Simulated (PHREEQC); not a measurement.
Make-up at 25 °C: 0.06 mol/kgw NiSO4, 0.00018 mol/kgw NaHCO3 and 0.25 mol/kgw NaCl. Closed to the air; pH follows from the charge balance.

Computed with PHREEQC (ion-association model, wateq4f.dat).

```
quantity                          before    after
-------------------------------  -------  -------
ionic strength (mol/kgw)           0.393    0.206
Ni+2 (mol/kgw)                    0.0370   0.0208
SO4-2 (mol/kgw)                   0.0353   0.0197
NiSO4 (mol/kgw)                   0.0150  0.00682
NaSO4- (mol/kgw)                 0.00973  0.00347
SI of Morenosite (NiSO4:7H2O)      -1.75    -2.09
SI of Mirabilite (Na2SO4:10H2O)    -2.56    -3.24
```

Question: Name the change that produced these shifts.
A. temperature from 25 to 65 °C
B. diluted 10-fold with water
C. NaHCO3 from 0.00018 to 0.00027 mol/kgw
D. diluted 2-fold with water
E. diluted 5-fold with water

Answer: D, diluted 2-fold with water

No solid was allowed to form.
